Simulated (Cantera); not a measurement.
An isothermal, constant-pressure homogeneous reactor starts with H2 : O2 = 0.11 : 4.4 (molar parts), at 1275 K and 15.8 Torr.

Cantera simulation using the H2/O2 subset of GRI-Mech 3.0, which has no nitrogen chemistry; the numbers are that mechanism's predictions, not measurements. Radical loss at walls, strong at low pressure, is not modelled.

One state of this run: x H2 = 1.84e-7; x O2 = 0.975; x H2O2 = 1.88e-9; x HO2 = 2.31e-8; x H = 4.15e-8. x: mole fraction; the columns are a selection and need not sum to one.

### Question
Which value of t (s) does it belong to?
A. 3.40
B. 0.00261
C. 0.000621
D. 0.0110

### Answer
A, 3.40
